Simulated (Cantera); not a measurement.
Charge: 1 mol MgCO3, 0.11 mol H2S, 1.3 mol CO2, 0.14 mol SO2, at 1623 K and 64.0 mbar.

Equilibrium computed with Cantera from the NASA thermochemical tables; the gas is ideal and each condensed phase is pure. Candidate condensed phases: C, C6H6, C7H8, C8H18, H2O, H2SO4, Mg, MgCO3, MgO, Mg(OH)2, MgS, MgSO4, S; 130 gas species. Equilibrium is a limit: real reactors are often held back by kinetics, nucleation or transport.

Base state: CO2 0.745, CO 0.120, SO2 0.0924, H2O 0.0393, H2 0.00204, SO 0.00122, S2 0.000159, COS 2.72e-5 (mole fractions); condensed: MgO(s).

**Question.** What changes in the equilibrium state with this change: CO2 from 1.3 to 0.18 mol?

**Answer.** 
| species | before | after |
|---|---|---|
| CO2 | 0.745 | 0.589 |
| CO | 0.120 | 0.181 |
| SO2 | 0.0924 | 0.148 |
| H2O | 0.0393 | 0.0651 |
| S2 | 0.000159 | 0.00540 |
| H2S | 1.36e-5 | 0.000251 |
| S2O | 1.06e-5 | 0.000188 |
| MgO(s), mol | 1.00 | 1.00 |
